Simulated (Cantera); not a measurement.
Feed: 1 mol trisilylamine, a varied amount of N2, equilibrated at 1950 K and 1.33 mbar.

Method: chemical equilibrium by Gibbs-energy minimisation in Cantera with the NASA 1993 tables (ideal gas, pure condensed phases). Candidate condensed phases: Si, Si3N4; 18 gas species. The feed counts by its element totals alone. The tables' values for SiN are old estimates; treat these amounts as uncertain. Gases not in the tables: Si2H6 and higher silanes. Rates play no part.

Q: At 1.7 mol N2, list the 4 most abundant gas species with their mole fractions, and the condensed phases.

A: H2 0.638, N2 0.318, H 0.0251, Si 0.0179. Condensed: Si(l).
